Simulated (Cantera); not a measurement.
# Catalytic combustion on Pt

An isothermal plug-flow reactor at 1000 K and 0.350 bar (inlet), inlet velocity 4.1 m/s, active area per volume 3300 1/m; feed CH4 : O2 : N2 : H2O = 0.036 : 0.012 : 0.79 : 0.023 (molar parts).

Computed with Cantera and Deutschmann's 1995 Pt surface mechanism with GRI-Mech 3.0 gas chemistry. Catalytic surfaces can have several steady states; this one follows from the mechanism file's or the stated starting coverage. Mass transfer to the wall is taken as infinitely fast.

```csv
z (m),x CH4,x O2,x H2O,x CO2,x CO,θ free Pt,θ H*,θ CO*,θ C*
8.2e-05,0.0392,0.0112,0.0296,4.78e-7,0.00250,0.531,0.00182,0.0162,0.451
0.00015,0.0380,0.00994,0.0308,7.26e-7,0.00367,0.452,0.00191,0.0167,0.530
0.00026,0.0367,0.00871,0.0320,9.40e-7,0.00489,0.374,0.00195,0.0150,0.609
0.00046,0.0354,0.00744,0.0332,1.11e-6,0.00621,0.297,0.00193,0.0118,0.689
0.00082,0.0340,0.00626,0.0342,1.22e-6,0.00749,0.228,0.00187,0.00831,0.762
0.0015,0.0327,0.00521,0.0350,1.28e-6,0.00870,0.169,0.00175,0.00529,0.824
0.0026,0.0317,0.00441,0.0356,1.31e-6,0.00966,0.127,0.00162,0.00333,0.868
0.0046,0.0308,0.00373,0.0360,1.33e-6,0.0105,0.0945,0.00147,0.00199,0.902
0.0082,0.0300,0.00316,0.0363,1.34e-6,0.0113,0.0697,0.00132,0.00116,0.928
```
x: gas mole fraction; θ: surface coverage.
